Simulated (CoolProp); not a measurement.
Computed with CoolProp (reference Helmholtz-energy equation of state, Platzer 1990). This equation is an older, rougher fit; its heat capacities, sound speeds and derivatives of the liquid may be far off and weren't checked against measurements.

Problem. Give the vapour pressure (MPa), vapour density (kg/m³), liquid viscosity (µPa s) of saturated c-C4F8 (RC318) at 61.85 °C.

Solution. 
```csv
T (°C),p (MPa),vapour density (kg/m³),liquid viscosity (µPa s)
61.85,0.878,80.5,211
```

Viscosity comes from a separate model (Huber 2003), an estimate that may be off by 10 % or more.
